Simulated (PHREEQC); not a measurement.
Make-up at 25 °C: 0.8 mmol/kgw H3PO4 and 0.195 mmol/kgw H2SO4. Closed to the air; pH follows from the charge balance.

Model: ion-association model, wateq4f.dat, run in PHREEQC.

```
Property                   Result
----------------  ---------------
pH                           2.99
ionic strength    0.00125 mol/kgw
total alkalinity     -1.19 meq/kg
```

| species | molality | activity | log γ |
|---|---|---|---|
| H+ | 0.00107 | 0.00103 | -0.016 |
| H2PO4- | 0.000698 | 0.000671 | -0.017 |
| SO4-2 | 0.000179 | 0.000153 | -0.068 |
| H3PO4 | 0.000102 | 0.000102 | 0.000 |
| HSO4- | 1.60e-5 | 1.54e-5 | -0.017 |
| HPO4-2 | 4.72e-8 | 4.04e-8 | -0.068 |

Precipitation was switched off in this run. Complexes and solids missing from the database can't appear. H3PO4, which wateq4f.dat lacks, is added to it with the constant of phreeqc.dat.
